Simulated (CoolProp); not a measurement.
Octamethylcyclotetrasiloxane (D4) along the isobar 0.101 MPa: density (kg/m³) from the reference equation and from simpler models built on Tc = 586.5 K, pc = 1.347 MPa, ω = 0.598; each cubic takes its own stable root.

Model: reference Helmholtz-energy equation of state, Thol 2015, in CoolProp.

```tsv
T (K)	phase	reference	van der Waals	Soave-Redlich-Kwong
407.2	liquid	821.2	9.363	745.6
424.9	liquid	798.2	8.923	725.0
442.7	liquid	774.1	8.522	701.9
460.4	gas	8.409	8.160	8.366
478.1	gas	8.014	7.829	7.987
495.9	gas	7.662	7.523	7.644
513.6	gas	7.346	7.243	7.334
531.3	gas	7.061	6.984	7.051
549.1	gas	6.798	6.742	6.791
566.8	gas	6.558	6.518	6.552
584.5	gas	6.337	6.309	6.331
602.3	gas	6.131	6.112	6.125
620	gas	5.940	5.929	5.934
```

At some of these states van der Waals gives the other phase, because its saturation line lies elsewhere.
